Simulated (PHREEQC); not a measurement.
# Leach liquor (model solution)

Consider water at 25 °C with 0.0024 mol H2SO4, 3.6e-05 mol FeSO4 and 0.095 mol NiSO4 per kg of water. Closed to the air; pH follows from the charge balance.

The numbers come from PHREEQC with the ion-association model, wateq4f.dat.

Precipitation was switched off in this run.

Predict the pH, ionic strength.

pH 2.83; ionic strength 0.208 mol/kgw.

In which forms is Ni present?

Ni+2 54 %, NiSO4 46 % of the Ni.
